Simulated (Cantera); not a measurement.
A closed system holds: 1 mol Fe3O4, 1.5 mol Cl2, 3 mol O2, equilibrated at 51.0 mbar.

Method: chemical equilibrium by Gibbs-energy minimisation in Cantera with the NASA 1993 tables (ideal gas, pure condensed phases). Candidate condensed phases: Fe, FeCl2, FeCl3, FeO, Fe2O3, Fe3O4; 13 gas species. Kinetics and transport are ignored.

Task: At 998 K, list the 5 most abundant gas species with their mole fractions, and the condensed phases.

Result: O2 0.648, Cl2 0.349, FeCl3 0.00206, Cl 0.000986, FeCl2 5.35e-5. Condensed: Fe2O3(s).
